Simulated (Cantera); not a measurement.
A perfectly stirred reactor is fed with CH₄ : CO₂ = 1 : 0.73 (molar parts), at 1.00 bar; it is held at 1673 K, and followed from long to short residence time.

Cantera simulation using GRI-Mech 3.0 (53 species, 325 reactions); the numbers are that mechanism's predictions, not measurements.

Q: What does this change do: temperature 1673 to 2050 K?

A: 
| quantity | before | after |
|---|---|---|
| x(CH₄) at τ = 0.660 s | 0.0527 | 0.00394 |
| x(CO₂) at τ = 0.660 s | 0.0433 | 0.00152 |
| x(O) at τ = 0.660 s | 4.50e-11 | 4.12e-9 |
| x(CO) at τ = 0.660 s | 0.302 | 0.416 |
| x(C₂H₆) at τ = 0.660 s | 2.63e-5 | 3.35e-7 |
| x(CH₄) at τ = 10.0 ms | 0.349 | 0.0253 |
| x(CO₂) at τ = 10.0 ms | 0.322 | 0.0272 |
| x(O) at τ = 10.0 ms | 2.70e-11 | 3.64e-8 |
| x(CO) at τ = 10.0 ms | 0.0427 | 0.328 |
| x(C₂H₆) at τ = 10.0 ms | 0.000899 | 1.54e-5 |

Q: What does this change do: temperature 1673 to 1625 K?

A: 
```tsv
quantity	before	after
x(CH₄) at τ = 0.660 s	0.0527	0.0781
x(CO₂) at τ = 0.660 s	0.0433	0.0648
x(O) at τ = 0.660 s	4.50e-11	1.65e-11
x(CO) at τ = 0.660 s	0.302	0.266
x(C₂H₆) at τ = 0.660 s	2.63e-5	5.05e-5
x(CH₄) at τ = 10.0 ms	0.349	0.440
x(CO₂) at τ = 10.0 ms	0.322	0.372
x(O) at τ = 10.0 ms	2.70e-11	6.26e-12
x(CO) at τ = 10.0 ms	0.0427	0.0166
x(C₂H₆) at τ = 10.0 ms	0.000899	0.00127
```
